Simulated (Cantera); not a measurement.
A perfectly stirred reactor is fed with CH4 : H2O = 1 : 1.4 (molar parts), at 2850 Torr; it is held at 2075 K, and followed from long to short residence time.

Computed with Cantera and GRI-Mech 3.0 (53 species, 325 reactions).

x: mole fraction; the columns are a selection and need not sum to one.

| τ (s) | x CH4 | x H2O | x OH | x CH3 | x HCO |
|---|---|---|---|---|---|
| 0.38 | 0.00335 | 0.0931 | 1.77e-5 | 0.000108 | 2.83e-7 |
| 0.14 | 0.00597 | 0.104 | 1.98e-5 | 0.000195 | 2.75e-7 |
| 0.053 | 0.00985 | 0.124 | 2.39e-5 | 0.000326 | 2.60e-7 |
| 0.020 | 0.0156 | 0.156 | 3.08e-5 | 0.000524 | 2.38e-7 |
| 0.0074 | 0.0239 | 0.204 | 4.15e-5 | 0.000831 | 2.16e-7 |
| 0.0027 | [?] | [?] | [?] | [?] | 2.11e-7 |
| 0.0010 | [?] | [?] | [?] | [?] | [?] |
| 0.00038 | 0.0802 | 0.385 | 8.78e-5 | 0.00308 | 3.28e-7 |
| 0.00014 | 0.120 | 0.434 | 0.000102 | 0.00470 | 4.85e-7 |

**Question.** Complete the blanks.

**Answer.** 
- 0.0027, x CH4: 0.0362
- 0.0027, x H2O: 0.265
- 0.0027, x OH: 5.59e-5
- 0.0027, x CH3: 0.00130
- 0.0010, x CH4: 0.0541
- 0.0010, x H2O: 0.329
- 0.0010, x OH: 7.23e-5
- 0.0010, x CH3: 0.00202
- 0.0010, x HCO: 2.42e-7
